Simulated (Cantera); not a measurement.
Charge: 1 mol Si, 4.4 mol HCl, 0.42 mol N2.

Equilibrium computed with Cantera from the NASA thermochemical tables; the gas is ideal and each condensed phase is pure. Candidate condensed phases: NH4Cl, Si, Si3N4; 28 gas species. N2 is the only nitrogen source here; it is nearly inert below about 1500 K, so the nitride shown seldom forms there in practice. The tables' values for SiCl3 are old estimates. Rates play no part.

Stable condensed phases, one row left out:

```
T in K \ P in Pa
              1    3.6     13     46    170    600   2200   7700  28000 100000
   1498       A      A      A      A      A      A      A      B      B      B
   1423       A      A      A      A      A      B      B      B      B      B
   1348       A      A      A      A      B      B      B      B      B      B
   1198       A      B      B      B      B      B      B      B      B      B
   1123       B      B      B      B      B      B      B      B      B      B
   1048       B      B      B      B      B      B      B      B      B      B
    973       B      B      B      B      B      B      B      B      B      B
    898       B      B      B      B      B      B      B      B      B      B
    823       B      B      B      B      B      B      B      B      B      B
    748       B      B      B      B      B      B      B      B      B      B
    673       B      B      B      B      B      B      B      B      B      B
    598       B      B      B      B      B      B      B      B      B      B
    523       B      B      B      B      B      B      B      B      B      C
```

A: gas only; B: Si3N4; C: NH4Cl + Si3N4.

**Question.** Give the row for 1273 K.

**Answer.** 1: gas only; 3.6: gas only; 13: Si3N4; 46: Si3N4; 170: Si3N4; 600: Si3N4; 2200: Si3N4; 7700: Si3N4; 28000: Si3N4; 100000: Si3N4.
